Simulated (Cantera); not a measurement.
Ignition delay

Mixture: 10.4 % CO, 2.08 % H2, 0.876 % CH4, 18.2 % O2, 68.4 % N2, at 16500 Torr, adiabatic and at constant volume. Ignition delay is the time to a rise of 400 K.

Detailed kinetics in Cantera: GRI-Mech 3.0 (53 species, 325 reactions). The pressure lies above the range GRI-Mech 3.0 was tuned for (to about 10 atm). Below about 1000 K GRI-Mech 3.0 lacks low-temperature oxidation paths. Below about 950 K walls govern HO2 and H2O2 in real vessels.

| T0 (K) | delay (ms) |
|---|---|
| 875 | 144 |
| 975 | 10.3 |
| 1075 | 1.16 |
| 1175 | 0.190 |
| 1275 | 0.0434 |
| 1375 | 0.0135 |
| 1475 | 0.00558 |
| 1575 | 0.00302 |
| 1675 | 0.00199 |
| 1775 | 0.00149 |

apparent activation energy between 1575 and 1775 K: 82 kJ/mol
